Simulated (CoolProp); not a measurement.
The fluid at 494.42 K and 2.37 MPa flows at 0.63 m/s in a round tube of 100 mm bore and 45 µm roughness, fully developed (64/Re and Nu = 3.66 if laminar; Colebrook and Gnielinski if turbulent). The same conditions are run with several fluids, on thermodynamics alone (safety and materials aside).

The numbers come from the reference Helmholtz-energy equation of state of each fluid (R407C: Lemmon 2003; ethane: Bücker 2006; ammonia: Gao 2020; R141b: Lemmon 2006; c-C4F8 (RC318): Platzer 1990) in CoolProp. The equations of Platzer and Polt are older, rougher fits. Blends and air are pseudo-pure fits.

```
fluid           Reynolds number  Darcy friction factor  pressure drop (Pa/m)  heat-transfer coefficient (W/(m² K))  mass flow (kg/h)
--------------  ---------------  ---------------------  --------------------  ------------------------------------  ----------------
R407C                    158000                 0.0190                  1.99                                  99.3               937
ethane                    74400                 0.0210                 0.745                                  87.1               318
ammonia                   36300                 0.0238                 0.481                                  52.2               182
R141b                    325000                 0.0178                  2.95                                   161              1480
c-C4F8 (RC318)           389000                 0.0176                  4.57                                   211              2330
```

Transport values come from each fluid's own correlations; those of R141b, c-C4F8 (RC318) are estimates that may be off by 10 % or more.
